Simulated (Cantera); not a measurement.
Input (Python, Cantera):

```python
import numpy as np
import cantera as ct

gas = ct.Solution("h2o2.yaml")
gas.TPX = 623, 15000, {'H2': 1, 'O2': 0.172, 'N2': 0.648}
flame = ct.FreeFlame(gas, width=0.15)
flame.set_refine_criteria(ratio=3, slope=0.08, curve=0.16)
flame.transport_model = "mixture-averaged"
flame.solve(loglevel=0, auto=True)
z, T = flame.grid, flame.T
thick = (T[-1] - T[0]) / np.gradient(T, z).max()
show = ['H2', 'O2', 'O', 'H', 'H2O', 'OH']
print(f"laminar burning velocity  {flame.velocity[0] * 100:.3f} cm/s")
print(f"burnt temperature         {T[-1]:.1f} K")
print(f"thermal thickness         {thick * 1e3:.4f} mm")
print(f"grid points               {len(z)}")
z0 = z[flame.heat_release_rate.argmax()]
print(f"{'z/mm':>9s}{'T/K':>9s}{'u/(m/s)':>9s}" + "".join(f"{s:>11s}" for s in show))
rows = []
for k in (-3, -2, -1.5, -1, -0.5, -0.25, 0, 0.25, 0.5, 1, 2, 4, 8):
    zz = z0 + k * thick
    rows.append([k * thick, np.interp(zz, z, T), np.interp(zz, z, flame.velocity),
                 *(np.interp(zz, z, flame.X[gas.species_index(s)]) for s in show)])
    print(f"{rows[-1][0] * 1e3:9.3f}{rows[-1][1]:9.1f}{rows[-1][2]:9.3f}" + "".join(f"{x:11.3e}" for x in rows[-1][3:]))
```

Result:

```
laminar burning velocity  683.114 cm/s
burnt temperature         2054.1 K
thermal thickness         5.7989 mm
grid points               140
     z/mm      T/K  u/(m/s)         H2         O2          O          H        H2O         OH
  -17.397    623.0    6.831  5.495e-01  9.451e-02  6.592e-16  8.225e-14  3.418e-14  4.905e-17
  -11.598    623.0    6.831  5.495e-01  9.451e-02  2.697e-13  3.771e-11  4.580e-12  2.114e-14
   -8.698    623.0    6.831  5.495e-01  9.451e-02  3.923e-11  5.977e-09  4.904e-10  3.316e-12
   -5.799    623.0    6.831  5.494e-01  9.450e-02  7.903e-09  1.279e-06  2.042e-07  2.186e-09
   -2.899    638.2    6.984  5.471e-01  9.421e-02  1.183e-05  8.342e-04  1.027e-03  2.219e-05
   -1.450    758.0    8.191  5.229e-01  9.022e-02  2.124e-04  1.244e-02  1.248e-02  1.548e-04
    0.000   1077.3   11.383  4.038e-01  4.935e-02  2.361e-03  7.584e-02  9.875e-02  1.041e-03
    1.450   1282.2   13.510  3.238e-01  4.359e-03  8.819e-04  1.127e-01  1.868e-01  1.088e-03
    2.899   1358.6   14.252  3.222e-01  3.287e-04  3.777e-04  1.081e-01  1.957e-01  1.121e-03
    5.799   1446.3   15.077  3.303e-01  1.008e-04  3.508e-04  9.624e-02  1.972e-01  1.355e-03
   11.598   1549.4   16.028  3.408e-01  8.592e-05  3.212e-04  8.136e-02  1.985e-01  1.586e-03
   23.196   1658.0   17.008  3.520e-01  6.626e-05  2.576e-04  6.523e-02  2.002e-01  1.710e-03
   46.391   1762.2   17.928  3.629e-01  4.396e-05  1.771e-04  4.943e-02  2.021e-01  1.658e-03
```

Detailed kinetics in Cantera: the H2/O2 subset of GRI-Mech 3.0, which has no nitrogen chemistry. Burning velocities carry a grid error of a few per cent, more on coarse grids.
